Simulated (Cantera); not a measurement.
## Metals in furnace atmospheres: Pb + O₂ + H₂

Input: 1 mol Pb, 0.0034 mol O₂, 180 mol H₂, held at 0.200 bar.

Cantera equilibrium calculation (NASA polynomials, part measured and part estimated; ideal gas, pure solids and liquids). Candidate condensed phases: H₂O, Pb, PbO, PbO₂, Pb₃O₄; 12 gas species. Rates play no part.

From 748 K to 1198 K the condensed part is Pb(l). From 1248 K to 1348 K nothing is condensed. The main Pb-bearing gas is Pb throughout.

```json
[
 {"T (K)": "748", "x H₂": "1.000", "x Pb": "4.38e-8", "x H₂O": "3.78e-5", "x H": "<1e-12", "x Pb₂": "<1e-12", "n Pb(l)": "1.000"},
 {"T (K)": "798", "x H₂": "1.000", "x Pb": "2.86e-7", "x H₂O": "3.78e-5", "x H": "5.96e-12", "x Pb₂": "<1e-12", "n Pb(l)": "1.000"},
 {"T (K)": "848", "x H₂": "1.000", "x Pb": "1.50e-6", "x H₂O": "3.78e-5", "x H": "4.26e-11", "x Pb₂": "<1e-12", "n Pb(l)": "1.000"},
 {"T (K)": "898", "x H₂": "1.000", "x Pb": "6.48e-6", "x H₂O": "3.78e-5", "x H": "2.45e-10", "x Pb₂": "3.70e-12", "n Pb(l)": "0.999"},
 {"T (K)": "948", "x H₂": "1.000", "x Pb": "2.39e-5", "x H₂O": "3.78e-5", "x H": "1.17e-9", "x Pb₂": "3.31e-11", "n Pb(l)": "0.996"},
 {"T (K)": "998", "x H₂": "1.000", "x Pb": "7.75e-5", "x H₂O": "3.78e-5", "x H": "4.81e-9", "x Pb₂": "2.37e-10", "n Pb(l)": "0.986"},
 {"T (K)": "1048", "x H₂": "1.000", "x Pb": "0.000223", "x H₂O": "3.78e-5", "x H": "1.73e-8", "x Pb₂": "1.39e-9", "n Pb(l)": "0.960"},
 {"T (K)": "1098", "x H₂": "0.999", "x Pb": "0.000584", "x H₂O": "3.78e-5", "x H": "5.53e-8", "x Pb₂": "6.94e-9", "n Pb(l)": "0.895"},
 {"T (K)": "1148", "x H₂": "0.999", "x Pb": "0.00140", "x H₂O": "3.77e-5", "x H": "1.60e-7", "x Pb₂": "3.00e-8", "n Pb(l)": "0.747"},
 {"T (K)": "1198", "x H₂": "0.997", "x Pb": "0.00312", "x H₂O": "3.77e-5", "x H": "4.24e-7", "x Pb₂": "1.14e-7", "n Pb(l)": "0.437"},
 {"T (K)": "1248", "x H₂": "0.994", "x Pb": "0.00552", "x H₂O": "3.76e-5", "x H": "1.04e-6", "x Pb₂": "2.80e-7", "n Pb(l)": "0"},
 {"T (K)": "1298", "x H₂": "0.994", "x Pb": "0.00552", "x H₂O": "3.76e-5", "x H": "2.39e-6", "x Pb₂": "2.23e-7", "n Pb(l)": "0"},
 {"T (K)": "1348", "x H₂": "0.994", "x Pb": "0.00552", "x H₂O": "3.76e-5", "x H": "5.16e-6", "x Pb₂": "1.81e-7", "n Pb(l)": "0"}
]
```
x: gas mole fraction; n: condensed amount in mol.
